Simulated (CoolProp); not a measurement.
The numbers come from the reference Helmholtz-energy equation of state, Bücker 2006 in CoolProp.

**Question.** For isobutane, give the phase and the cv (kJ/(kg K)), speed of sound (m/s) at 194 K and 2.28 MPa; 255.1 K and 0.0106 MPa; 203.5 K and 0.0297 MPa.

**Answer.** 
- 194 K and 2.28 MPa: liquid; cv 1.35, speed of sound 1440
- 255.1 K and 0.0106 MPa: gas; cv 1.33, speed of sound 200
- 203.5 K and 0.0297 MPa: liquid; cv 1.37, speed of sound 1370
